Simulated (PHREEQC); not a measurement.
Dissolve 0.0014 mol PbCl2, 0.033 mol KNO3 and 0.0033 mol Zn(NO3)2 per kg of water at 25 °C. Closed to the air; pH follows from the charge balance.

Computed with PHREEQC (ion-association model, wateq4f.dat).

```tsv
quantity	before	after
pH	5.45	5.76
PbCl+ (mol/kgw)	5.31e-5	5.66e-7
PbOH+ (mol/kgw)	3.30e-6	7.04e-7
SI of Pb(OH)2 (Pb(OH)2)	-0.55	-0.91
SI of Zincite(c) (ZnO)	-3.03	-2.39
```

Task: Name the change that produced these shifts.
A. PbCl2 from 0.0014 to 0.00014 mol/kgw
B. diluted 10-fold with water
C. temperature from 25 to 5 °C
D. Zn(NO3)2 from 0.0033 to 0.00297 mol/kgw
E. Zn(NO3)2 from 0.0033 to 0.033 mol/kgw

Result: A, PbCl2 from 0.0014 to 0.00014 mol/kgw

Precipitation was switched off in this run.
